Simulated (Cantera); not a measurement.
Input: 1 mol B₂O₃, 0.51 mol NF₃, held at 0.430 bar.

Method: chemical equilibrium by Gibbs-energy minimisation in Cantera with the NASA 1993 tables (ideal gas, pure condensed phases). Candidate condensed phases: B, BN, B₂O₃; 31 gas species. Rates play no part.

x: gas mole fraction; n: condensed amount in mol.

| T (°C) | x BF₃ | x BOF | x O₂ | x N₂ | x B₃O₃F₃ | x NO | n B₂O₃(l) |
|---|---|---|---|---|---|---|---|
| 502 | 0.418 | 8.48e-8 | 0.333 | 0.222 | 0.0266 | 8.61e-7 | 0.714 |
| 602 | 0.410 | 2.46e-6 | 0.333 | 0.222 | 0.0345 | 4.35e-6 | 0.705 |
| 702 | 0.403 | … | 0.333 | 0.222 | … | … | 0.698 |
| 802 | 0.398 | 0.000301 | 0.333 | 0.222 | 0.0463 | 4.51e-5 | 0.692 |
| 902 | 0.393 | 0.00177 | 0.333 | 0.222 | 0.0503 | 0.000108 | 0.687 |
| 1002 | 0.386 | 0.00782 | 0.331 | 0.221 | 0.0530 | 0.000223 | 0.681 |
| 1102 | 0.373 | 0.0274 | 0.327 | 0.218 | 0.0538 | 0.000412 | 0.671 |
| 1202 | … | … | 0.315 | 0.210 | 0.0512 | … | 0.651 |
| 1302 | 0.281 | 0.190 | 0.290 | 0.194 | 0.0430 | 0.00101 | 0.605 |
| 1402 | 0.180 | 0.373 | 0.249 | 0.166 | 0.0280 | 0.00132 | 0.509 |

Problem. Some entries are withheld; supply them.

Solution. 
- 702, x BOF: 3.51e-5
- 702, x B₃O₃F₃: 0.0410
- 702, x NO: 1.58e-5
- 1202, x BF₃: 0.343
- 1202, x BOF: 0.0789
- 1202, x NO: 0.000684
